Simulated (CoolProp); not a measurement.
Model: reference Helmholtz-energy equation of state, Platzer 1990, in CoolProp. This equation is an older, rougher fit; its heat capacities, sound speeds and derivatives of the liquid may be far off and weren't checked against measurements.

### Question
Give the vapour pressure (kPa), liquid density (kg/m³), vapour Z of saturated CF4 (R14) at -117.25, -114.65, -112.15 °C.

### Answer
```
T (°C)   p (kPa)  liquid density (kg/m³)  vapour Z
-------  -------  ----------------------  --------
-117.25      204                    1540     0.941
-114.65      238                    1530     0.934
-112.15      274                    1510     0.926
```
